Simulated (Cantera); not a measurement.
Gas mixture: 100 % O2, at 270000 Pa, frozen composition.

Cantera's kinetic-theory transport with the Lennard-Jones parameters of GRI-Mech 3.0, ideal gas; thermal conductivity in the mixture-averaged form.

D: mixture-averaged diffusion coefficient of that species in the mixture.

| T (K) | ρ (kg/m³) | cp (J/kg/K) | μ (µPa s) | λ (mW/m/K) | Pr | D (cm²/s) OH | D (cm²/s) CO2 | D (cm²/s) O |
|---|---|---|---|---|---|---|---|---|
| 400 | 2.60 | 941.4 | 25.6 | 33.9 | 0.713 | 0.200 | 0.0991 | 0.204 |
| 500 | 2.08 | 971.4 | ? | ? | 0.709 | ? | ? | ? |
| 600 | 1.73 | 1003 | 34.1 | 48.2 | 0.709 | 0.399 | 0.203 | 0.407 |
| 700 | 1.48 | 1031 | 37.8 | 55.0 | 0.709 | 0.516 | 0.265 | 0.527 |
| 800 | 1.30 | 1055 | 41.4 | ? | 0.710 | ? | ? | ? |
| 900 | 1.15 | 1074 | 44.7 | 67.6 | 0.710 | 0.786 | 0.407 | 0.802 |
| 1000 | 1.04 | 1090 | 47.9 | 73.6 | 0.710 | 0.937 | 0.486 | 0.956 |

**Question.** Some entries are withheld; supply them.

**Answer.** 
- 500, μ (µPa s): 30.0
- 500, λ (mW/m/K): 41.1
- 500, D (cm²/s) OH: 0.293
- 500, D (cm²/s) CO2: 0.147
- 500, D (cm²/s) O: 0.299
- 800, λ (mW/m/K): 61.4
- 800, D (cm²/s) OH: 0.646
- 800, D (cm²/s) CO2: 0.333
- 800, D (cm²/s) O: 0.659
